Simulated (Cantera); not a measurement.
An isothermal, constant-pressure homogeneous reactor starts with 2.56 % CH4, 97.4 % N2, at 1250 K and 100.0 Torr.

Cantera simulation using GRI-Mech 3.0 (53 species, 325 reactions); the numbers are that mechanism's predictions, not measurements. GRI-Mech 3.0 stops at C3 and has no aromatics, soot or wall deposition, so with more carbon than oxygen in the feed, carbon stays in small species such as C2H2 where larger ones or solid carbon would form.

Predict: x(CH4) at 300 s; x(CH3) at 300 s; x(C2H4) at 300 s; x(C2H6) at 300 s; x(C2H2) at 300 s.


```
Quantity                                            Value
----------------  ---------------------------------------
x(CH4) at 300 s   0.0230 (gas-phase equilibrium 0.000999)
x(CH3) at 300 s   2.61e-6 (gas-phase equilibrium 1.36e-7)
x(C2H4) at 300 s  5.96e-5 (gas-phase equilibrium 7.03e-5)
x(C2H6) at 300 s  9.41e-6 (gas-phase equilibrium 2.88e-8)
x(C2H2) at 300 s  0.00123 (gas-phase equilibrium 0.00258)
```
